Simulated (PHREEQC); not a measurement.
Make-up at 25 °C: 0.0015 mol CdSO4, 0.011 mol H3BO3 and 0.001 mol MnSO4 per kg of water. Closed to the air; pH follows from the charge balance.

The numbers come from PHREEQC with the ion-association model, phreeqc.dat.

Each row changes one thing in this solution. Precipitation was switched off in this run.

| case | pH | ionic strength (mol/kgw) | SO4-2 (mol/kgw) | CdSO4 (mol/kgw) | Cd(SO4)2-2 (mol/kgw) | H2BO3- (mol/kgw) | SI of Cd(OH)2 (Cd(OH)2) |
|---|---|---|---|---|---|---|---|
| as made | 5.62 | 0.00809 | 0.00202 | 0.000322 | 7.19e-6 | 2.91e-6 | -5.50 |
| temperature from 25 to 20 °C | 5.64 | 0.00816 | 0.00203 | 0.000317 | 7.35e-6 | 2.77e-6 | -5.46 |
| H3BO3 from 0.011 to 0.0165 mol/kgw | 5.53 | 0.00810 | 0.00202 | 0.000322 | 7.19e-6 | 3.58e-6 | ? |
| H3BO3 from 0.011 to 0.0121 mol/kgw | 5.60 | 0.00809 | 0.00202 | 0.000322 | 7.19e-6 | 3.06e-6 | ? |
| MnSO4 left out | 5.61 | 0.00500 | 0.00125 | 0.000246 | 3.39e-6 | 2.81e-6 | -5.46 |

Task: Fill in the missing entries.

Result: 
- H3BO3 from 0.011 to 0.0165 mol/kgw, SI of Cd(OH)2 (Cd(OH)2): -5.68
- H3BO3 from 0.011 to 0.0121 mol/kgw, SI of Cd(OH)2 (Cd(OH)2): -5.54

Species that the database lacks are ignored.
